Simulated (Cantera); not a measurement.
Feed: 1 mol Si, 1.1 mol F2, 3.4 mol H2, 1.8 mol Cl2, held at 930 Pa.

Equilibrium computed with Cantera from the NASA thermochemical tables; the gas is ideal and each condensed phase is pure. Candidate condensed phases: Si; 37 gas species. The tables' values for SiCl3, SiF3, SiF2 are old estimates; treat these amounts as uncertain. Kinetics and transport are ignored. All values below are at 925 °C.

Base state: H2 0.457, HCl 0.354, SiF4 0.101, SiCl4 0.0721, SiCl3 0.00556, SiCl2 0.00379, SiHCl3 0.00251, HF 0.00123 (mole fractions); condensed: gas only.

What changes in the equilibrium state with this change: Cl2 from 1.8 to 2.2 mol?


```csv
species,before,after
HCl,0.354,0.463
H2,0.457,0.361
SiF4,0.101,0.0946
SiCl4,0.0721,0.0717
SiH2Cl2,1.14e-5,4.12e-6
SiF2,1.50e-5,6.69e-6
SiCl2,0.00379,0.00174
SiHF3,0.00121,0.000692
SiHCl3,0.00251,0.00150
```
The tables' values for SiCl3, SiF3 are old estimates; treat these amounts as uncertain.
